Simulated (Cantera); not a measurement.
An isothermal, constant-pressure homogeneous reactor starts with NH3 : H2 = 1 : 4 (molar parts), at 1525 K and 22.5 Torr. Integrator tolerance rtol = 1e-08.

Computed with Cantera and the gas-phase N/H chemistry of the illustrative SiF4/NH3 mechanism in the Surface Chemkin manual (1991). Walls and surfaces, which speed up NH3 decomposition in real reactors, are not modelled.

```tsv
quantity	before	after
x(NH3) at 40.0 s	0.186 (gas-phase equilibrium 4.31e-7)	0.190 (gas-phase equilibrium 2.44e-7)
x(H2) at 40.0 s	0.808 (gas-phase equilibrium 0.917)	0.806 (gas-phase equilibrium 0.916)
x(N2H4) at 40.0 s	1.69e-9 (gas-phase equilibrium <1e-12)	1.14e-9 (gas-phase equilibrium <1e-12)
x(NH2) at 40.0 s	2.71e-5 (gas-phase equilibrium 1.39e-10)	2.95e-5 (gas-phase equilibrium 1.05e-10)
x(N2) at 40.0 s	0.00594 (gas-phase equilibrium 0.0833)	0.00398 (gas-phase equilibrium 0.0833)
```

**Question.** What was changed between the two runs?
A. temperature 1525 to 2100 K
B. pressure from 22.5 Torr to 12.8 Torr
C. pressure from 22.5 Torr to 38.3 Torr
D. pressure from 22.5 Torr to 0.640 bar

**Answer.** B, pressure from 22.5 Torr to 12.8 Torr
